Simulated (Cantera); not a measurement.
Input: 1 mol B2O3, 26 mol NH3, 56 mol H2, equilibrated at 15000 Pa.

These are equilibrium values from Cantera (NASA tables, ideal gas, pure condensed phases), not measurements of a reactor. Candidate condensed phases: B, BN, B2O3, B3O3H3, H2O; 39 gas species. Mutual solubility and eutectic melting of coexisting phases are not modelled. Gases not in the tables: H3BO3. The numbers say what is thermodynamically allowed, not how fast it happens.

log p: log10 of the partial pressure in bar; n: condensed amount in mol.

```json
[
 {"T (K)": "773", "log p H2": "-0.88", "log p N2": "-1.75", "log p H": "-12.48", "log p HBO": "<-12", "log p HBO2": "-9.02", "log p H2O": "-3.46", "log p BO": "<-12", "n BN(s)": "0.168", "n B2O3(l)": "0.915"},
 {"T (K)": "973", "log p H2": "-0.88", "log p N2": "-1.75", "log p H": "-9.41", "log p HBO": "-9.45", "log p HBO2": "-6.57", "log p H2O": "-3.47", "log p BO": "<-12", "n BN(s)": "0.162", "n B2O3(l)": "0.919"},
 {"T (K)": "1173", "log p H2": "-0.88", "log p N2": "-1.75", "log p H": "-7.37", "log p HBO": "-6.77", "log p HBO2": "-5.00", "log p H2O": "-3.51", "log p BO": "-11.59", "n BN(s)": "0.152", "n B2O3(l)": "0.920"},
 {"T (K)": "1373", "log p H2": "-0.88", "log p N2": "-1.75", "log p H": "-5.92", "log p HBO": "-4.90", "log p HBO2": "-3.93", "log p H2O": "-3.55", "log p BO": "-8.43", "n BN(s)": "0.162", "n B2O3(l)": "0.871"},
 {"T (K)": "1573", "log p H2": "-0.88", "log p N2": "-1.75", "log p H": "-4.83", "log p HBO": "-3.51", "log p HBO2": "-3.14", "log p H2O": "-3.59", "log p BO": "-6.09", "n BN(s)": "0.221", "n B2O3(l)": "0.450"},
 {"T (K)": "1773", "log p H2": "-0.89", "log p N2": "-1.75", "log p H": "-3.99", "log p HBO": "-2.91", "log p HBO2": "-3.05", "log p H2O": "-3.66", "log p BO": "-4.75", "n BN(s)": "0", "n B2O3(l)": "0"},
 {"T (K)": "1973", "log p H2": "-0.89", "log p N2": "-1.75", "log p H": "___", "log p HBO": "-2.85", "log p HBO2": "-3.09", "log p H2O": "___", "log p BO": "___", "n BN(s)": "0", "n B2O3(l)": "0"},
 {"T (K)": "2173", "log p H2": "-0.89", "log p N2": "-1.75", "log p H": "___", "log p HBO": "-2.83", "log p HBO2": "___", "log p H2O": "___", "log p BO": "___", "n BN(s)": "0", "n B2O3(l)": "0"},
 {"T (K)": "2373", "log p H2": "-0.91", "log p N2": "-1.76", "log p H": "-2.31", "log p HBO": "-2.85", "log p HBO2": "-3.28", "log p H2O": "-3.12", "log p BO": "-3.23", "n BN(s)": "0", "n B2O3(l)": "0"}
]
```

Task: What belongs in the gaps?

Result: 
- 1973, log p H: -3.32
- 1973, log p H2O: -3.42
- 1973, log p BO: -4.10
- 2173, log p H: -2.76
- 2173, log p HBO2: -3.16
- 2173, log p H2O: -3.25
- 2173, log p BO: -3.60
